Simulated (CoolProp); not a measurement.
Vapour-liquid equilibrium of carbon dioxide (1) + sulfur dioxide (2) at 236.6 K; x and y are mole fractions of (1).

The numbers come from the multi-fluid Helmholtz-energy mixture model, Span 1996 and Gao 2016; pair parameters Bell 2016 in CoolProp.

```tsv
x	bubble pressure, mixture model (kPa)	bubble pressure, Raoult's law (kPa)	y, mixture model	y, Raoult's law
0.05	99.34	82.01	0.742	0.694
0.15	[?]	193.2	0.901	0.884
0.25	[?]	304.4	[?]	0.935
0.35	493.5	415.6	0.959	0.959
0.45	601.3	526.7	0.969	0.972
0.55	[?]	637.9	0.976	0.981
0.65	789.5	749.1	0.982	0.988
0.75	[?]	860.3	0.987	0.992
0.85	972.1	971.5	0.992	0.996
0.95	1078	1083	0.997	0.999
```

### Question
Some entries are withheld; supply them.

### Answer

- 0.15, bubble pressure, mixture model (kPa): 241.1
- 0.25, bubble pressure, mixture model (kPa): 373.3
- 0.25, y, mixture model: 0.941
- 0.55, bubble pressure, mixture model (kPa): 698.8
- 0.75, bubble pressure, mixture model (kPa): 878.5

The largest gap from Raoult's law is +24.8 % in bubble pressure, at x = 0.15. No azeotrope shows between x = 0.05 and 0.95.

The pair parameters rest on a limited set of measurements; away from them the model extrapolates. The gap from Raoult's law changes sign with composition, which may be real or a fault of the pair parameters; it wasn't checked against measurements.
